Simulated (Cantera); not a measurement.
A Cantera script and what it prints.

```python
import numpy as np
import cantera as ct

gas_names = """
    H HNO HNO2 HNO3 HO2 H2 H2O H2O2 N NH NH2 NH3 NH2OH NO NO2 NO3 N2 N2H2 N2H4 N2O O OH O2 O3 Si SiH
    SiH2 SiH3 SiH4 SiN SiO SiO2 Si2 Si2N Si3
""".split()
cond_names = """
    H2O(s) H2O(L) Si(cr) Si(L) SiO2(Lqz) SiO2(hqz) SiO2(L) Si2N2O(s) Si3N4(a)
""".split()


# ... load() reads the species with a 1 bar reference pressure and builds the phases ...
atoms = {
    'Si': {'Si': 1},
    'N2O': {'N': 2, 'O': 1},
    'H2': {'H': 2},
}
top_T = {'Si2N2O(s)': 2100, 'Si3N4(a)': 2400}  # K; cautious upper limits of use, not melting points


# ... equilibrate(T, P, feed) seeds the gas with the atoms and calls Mixture.equilibrate('TP', solver="vcs", rtol=1e-11, max_steps=5000) ...
results = []
feed = {'Si': 1, 'N2O': 0.024, 'H2': 12}  # mol
P = 10000  # Pa
for T in [950, 1050, 1150, 1250, 1350, 1450, 1550, 1650, 1750, 1850, 1950]:
    mix = equilibrate(T, P, feed)
    results.append((T, P, feed, dict(zip(mix.species_names, mix.species_moles))))
    x = sorted(zip(gas.X, gas.species_names), reverse=True)
    print(f"T = {T:g} K  P = {P:g} Pa  gas = {mix.phase_moles(0):.4g} mol")
    print("   x: " + "  ".join(f"{s} {v:.3e}" for v, s in x if v > 0.001))
    print("   condensed (mol): " + ("  ".join(f"{mix.phase(i).name} {mix.phase_moles(i):.4g}"
          for i in range(1, mix.n_phases) if mix.phase_moles(i) > 1e-12) or "none"))
```

It prints:

```
T = 950 K  P = 10000 Pa  gas = 12 mol
   x: H2 1.000e+00
   condensed (mol): Si(cr) 0.952  Si2N2O(s) 0.024
T = 1050 K  P = 10000 Pa  gas = 12 mol
   x: H2 1.000e+00
   condensed (mol): Si(cr) 0.952  Si2N2O(s) 0.024
T = 1150 K  P = 10000 Pa  gas = 12 mol
   x: H2 1.000e+00
   condensed (mol): Si(cr) 0.952  Si2N2O(s) 0.024
T = 1250 K  P = 10000 Pa  gas = 12 mol
   x: H2 1.000e+00
   condensed (mol): Si(cr) 0.952  Si2N2O(s) 0.024
T = 1350 K  P = 10000 Pa  gas = 12 mol
   x: H2 1.000e+00
   condensed (mol): Si(cr) 0.952  Si2N2O(s) 0.02398
T = 1450 K  P = 10000 Pa  gas = 12 mol
   x: H2 9.999e-01
   condensed (mol): Si(cr) 0.9522  Si2N2O(s) 0.02375
T = 1550 K  P = 10000 Pa  gas = 12.01 mol
   x: H2 9.995e-01
   condensed (mol): Si(cr) 0.9542  Si2N2O(s) 0.02177
T = 1650 K  P = 10000 Pa  gas = 12.03 mol
   x: H2 9.971e-01  N2 1.276e-03  SiO 1.276e-03
   condensed (mol): Si(cr) 0.9672  Si2N2O(s) 0.008645
T = 1750 K  P = 10000 Pa  gas = 12.05 mol
   x: H2 9.952e-01  N2 1.991e-03  SiO 1.991e-03
   condensed (mol): Si(L) 0.9755
T = 1850 K  P = 10000 Pa  gas = 12.06 mol
   x: H2 9.942e-01  SiO 1.990e-03  N2 1.990e-03  H 1.699e-03
   condensed (mol): Si(L) 0.9744
T = 1950 K  P = 10000 Pa  gas = 12.07 mol
   x: H2 9.920e-01  H 3.611e-03  SiO 1.988e-03  N2 1.987e-03
   condensed (mol): Si(L) 0.9714
```

Method: chemical equilibrium by Gibbs-energy minimisation in Cantera with the NASA 1993 tables (ideal gas, pure condensed phases). Mutual solubility and eutectic melting of coexisting phases are not modelled. Gases not in the tables: Si2H6 and higher silanes.
